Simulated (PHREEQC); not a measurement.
A solution holds 1 mol MgSO4, 0.22 mol K2SO4 and 3.2 mol MgCl2 per kg of water, at 25 °C. Closed to the air; pH follows from the charge balance.

The numbers come from PHREEQC with the Pitzer model, pitzer.dat.

| quantity | before | after |
|---|---|---|
| MgOH+ (mol/kgw) | 5.54e-6 | 2.50e-6 |
| HSO4- (mol/kgw) | 4.56e-6 | 2.17e-6 |
| SI of Kieserite (MgSO4:H2O) | -0.04 | -1.74 |

Task: What was changed between the two runs?
(A) temperature from 25 to 40 °C
(B) K2SO4 from 0.22 to 0.044 mol/kgw
(C) MgCl2 replaced by NaCl at the same molality

Result: C, MgCl2 replaced by NaCl at the same molality

No solid was allowed to form. Some of these states are supersaturated (in Epsomite, Hexahydrite, for instance).
